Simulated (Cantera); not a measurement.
A perfectly stirred reactor is fed with N2O = 1 (molar parts), at 0.650 bar; it is held at 1175 K, and followed from long to short residence time.

Detailed kinetics in Cantera: GRI-Mech 3.0 (53 species, 325 reactions). GRI-Mech 3.0 was tuned for natural gas; its chemistry of N2O as a main component is partial and can be far from experiment. The mechanism lacks the step 2 NO + O2 → 2 NO2, which can matter for NO2 below about 1400 K. The temperature is held fixed by assumption; the heat of reaction is taken as removed at once.

x: mole fraction; the columns are a selection and need not sum to one.

```
τ (s)   x N2O      x N2      x O  x NO2      x NO      x O2
------  -----  --------  -------  -----  --------  --------
1.0     0.745     0.162  1.09e-6      …    0.0153    0.0772
0.34    0.893    0.0678  1.15e-6      …   0.00660    0.0322
0.12    0.959    0.0259  1.17e-6      …   0.00256    0.0123
0.039   0.986   0.00869  1.18e-6      …  0.000862   0.00413
0.013   0.995   0.00293  1.18e-6      …  0.000291   0.00139
0.0045  0.998   0.00102  1.18e-6      …  0.000101  0.000482
0.0015  0.999  0.000338  1.18e-6      …   3.36e-5  0.000160
```

Question: Complete the blanks.

Answer: 
- 1.0, x NO2: 0.000114
- 0.34, x NO2: 4.64e-5
- 0.12, x NO2: 1.56e-5
- 0.039, x NO2: 3.75e-6
- 0.013, x NO2: 6.81e-7
- 0.0045, x NO2: 1.02e-7
- 0.0015, x NO2: 1.24e-8
